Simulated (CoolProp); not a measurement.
A single-stage vapour-compression cycle with R143a: evaporating at 214.15 K (dew point), condensing at 255.15 K (bubble point), superheat 0 K, subcooling 5 K, compressor efficiency 0.6, no pressure losses. Each further row changes one setting.

Model: reference Helmholtz-energy equation of state, Lemmon and Jacobsen 2000, in CoolProp.

```csv
case,cooling COP,pressure ratio,discharge temperature (K),refrigerating effect (kJ/kg),volumetric capacity (kJ/m³)
as stated,2.74,6.06,298.6,186,509
evaporating temperature 219.15 K,3.26,[?],[?],[?],661
condensing temperature 250.15 K,3.20,5.04,[?],193,528
subcooling 10 K,[?],6.06,298.6,193,528
superheat 10 K,[?],6.06,[?],194,504
compressor efficiency 0.5,2.29,6.06,[?],186,509
```

Q: Fill in the missing entries.

A: 
- evaporating temperature 219.15 K, pressure ratio: 4.66
- evaporating temperature 219.15 K, discharge temperature (K): 291.9
- evaporating temperature 219.15 K, refrigerating effect (kJ/kg): 189
- condensing temperature 250.15 K, discharge temperature (K): 289.9
- subcooling 10 K, cooling COP: 2.84
- superheat 10 K, cooling COP: 2.72
- superheat 10 K, discharge temperature (K): 310.2
- compressor efficiency 0.5, discharge temperature (K): 312.2
